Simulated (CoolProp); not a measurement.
Properties of nitrogen along the isotherm -171.65 °C (Tc = -147.0 °C, pc = 3.396 MPa, ω = 0.037).

The numbers come from the reference Helmholtz-energy equation of state, Span 2000 in CoolProp.

```csv
p (MPa),phase,density (kg/m³),cp (kJ/(kg K)),cv (kJ/(kg K)),expansivity (1/kK)
0.0268,gas,0.8941,1.047,0.7444,9.995
0.0551,gas,1.848,1.055,0.7468,10.15
0.113,gas,3.832,1.074,0.7520,10.49
0.232,gas,8.061,1.117,0.7636,11.26
0.477,gas,17.52,1.230,0.7923,13.31
0.98,liquid,681.0,2.351,0.9791,9.662
2.01,liquid,687.8,2.287,0.9797,8.997
4.13,liquid,700.0,2.188,0.9825,7.978
8.49,liquid,720.6,2.062,0.9909,6.656
```
